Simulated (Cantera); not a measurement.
A closed system holds: 1 mol Cu, 0.12 mol NH3, 140 mol N2, equilibrated at 1125 °C.

Method: chemical equilibrium by Gibbs-energy minimisation in Cantera with the NASA 1993 tables (ideal gas, pure condensed phases). Candidate condensed phases: Cu; 11 gas species. Kinetics and transport are ignored.

Q: At 5.03 Torr, list the 3 most abundant gas species with their mole fractions, and the condensed phases.

A: N2 0.999, H2 0.00128, Cu 0.000194. Condensed: Cu(l).
